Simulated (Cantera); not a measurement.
What does this Cantera script print?

```python
import numpy as np
import cantera as ct

gas_names = """
    C CO COS CO2 CS CS2 C2 C2O C3 C3O2 C4 C5 K KO K2 K2SO4 O O2 O3 S SO SO2 SO3 S2 S2O S8
""".split()
cond_names = """
    C(gr) K(cr) K(L) KO2(s) K2CO3(s) K2CO3(L) K2O(s) K2O2(s) K2S(1) K2S(2) K2S(3) K2S(L) K2SO4(a)
    K2SO4(b) K2SO4(L) S(cr1) S(cr2) S(L)
""".split()


# ... load() reads the species with a 1 bar reference pressure and builds the phases ...
atoms = {
    'K2SO4': {'K': 2, 'S': 1, 'O': 4},
    'CO2': {'C': 1, 'O': 2},
    'O2': {'O': 2},
}
top_T = {'C(gr)': 4500, 'KO2(s)': 780, 'K2O(s)': 1000, 'K2O2(s)': 760}  # K; cautious upper limits of use, not melting points


# ... equilibrate(T, P, feed) seeds the gas with the atoms and calls Mixture.equilibrate('TP', solver="vcs", rtol=1e-11, max_steps=5000) ...
results = []
feed = {'K2SO4': 1, 'CO2': 7.6, 'O2': 3.2}  # mol
T = 1025  # K
P = 2000  # Pa
mix = equilibrate(T, P, feed)
results.append((T, P, feed, dict(zip(mix.species_names, mix.species_moles))))
x = sorted(zip(gas.X, gas.species_names), reverse=True)
print(f"T = {T:g} K  P = {P:g} Pa  gas = {mix.phase_moles(0):.4g} mol")
print("   x: " + "  ".join(f"{s} {v:.3e}" for v, s in x if v > 1e-06))
print("   condensed (mol): " + ("  ".join(f"{mix.phase(i).name} {mix.phase_moles(i):.4g}"
      for i in range(1, mix.n_phases) if mix.phase_moles(i) > 1e-12) or "none"))
```

Result:

```
T = 1025 K  P = 2000 Pa  gas = 10.8 mol
   x: CO2 7.037e-01  O2 2.963e-01
   condensed (mol): K2SO4(b) 1
```

Cantera equilibrium calculation (NASA polynomials, part measured and part estimated; ideal gas, pure solids and liquids).
